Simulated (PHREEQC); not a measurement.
A solution holds 0.031 mol HBr, 0.00012 mol CuSO4 and 0.012 mol KCl per kg of water, at 25 °C. Closed to the air; pH follows from the charge balance.

All values are PHREEQC results (ion-association model, wateq4f.dat), not measurements.

This is a speciation only: nothing precipitates in the calculation.

### Question
Order these S species by the share of S that they hold, largest first: KSO4-, CuSO4, HSO4-, SO4-2.

### Answer
HSO4- (59 %), SO4-2 (39 %), KSO4- (1.6 %), CuSO4 (0.23 %)

The pH is 1.57 and the ionic strength 0.0433 mol/kgw. Species that the database lacks are ignored.
